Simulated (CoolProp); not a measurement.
A single-stage vapour-compression cycle with fluoroethane (R161): evaporating at 319.15 K (dew point), condensing at 357.15 K (bubble point), superheat 10 K, subcooling 2 K, compressor efficiency 0.9, no pressure losses. Each further row changes one setting.

Computed with CoolProp (reference Helmholtz-energy equation of state, Wu 2012).

```
case                              cooling COP  pressure ratio  discharge temperature (K)  refrigerating effect (kJ/kg)  volumetric capacity (kJ/m³)
--------------------------------  -----------  --------------  -------------------------  ----------------------------  ---------------------------
as stated                                   …            2.25                      379.1                           221                         7730
evaporating temperature 324.15 K         6.46               …                          …                             …                         8850
condensing temperature 352.15 K          6.56            2.04                      372.7                           236                         8250
subcooling 7 K                           5.80            2.25                      379.1                             …                         8290
superheat 20 K                           5.47            2.25                          …                           239                         7850
compressor efficiency 0.8                4.81            2.25                      381.3                           221                         7730
```

**Question.** Complete the blanks.

**Answer.** 
- as stated, cooling COP: 5.41
- evaporating temperature 324.15 K, pressure ratio: 2.00
- evaporating temperature 324.15 K, discharge temperature (K): 377.5
- evaporating temperature 324.15 K, refrigerating effect (kJ/kg): 224
- subcooling 7 K, refrigerating effect (kJ/kg): 237
- superheat 20 K, discharge temperature (K): 388.2
